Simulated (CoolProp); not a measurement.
A simple Rankine cycle with R113: condensing at 322.15 K, boiler at 0.958 MPa, turbine inlet 412.2 K, turbine efficiency 0.7, pump efficiency 0.7, no recuperator. Each further row changes one setting.

Values from CoolProp's reference Helmholtz-energy equation of state, Marx 1992.

```
case                             thermal efficiency (%)  net work (kJ/kg)  heat in (kJ/kg)  turbine exit temperature (K)  volume ratio over the turbine
-------------------------------  ----------------------  ----------------  ---------------  ----------------------------  -----------------------------
as stated                                          11.5              22.7              197                         365.2                           9.72
turbine inlet 432.2 K                              11.4              24.5              214                         386.2                           9.41
condensing temperature 314.15 K                    12.5              25.6              205                         360.8                           12.7
boiler pressure 0.671 MPa                          10.0              20.1              202                         375.3                           6.45
turbine efficiency 0.6                              9.8              19.4              197                         369.8                           9.86
```
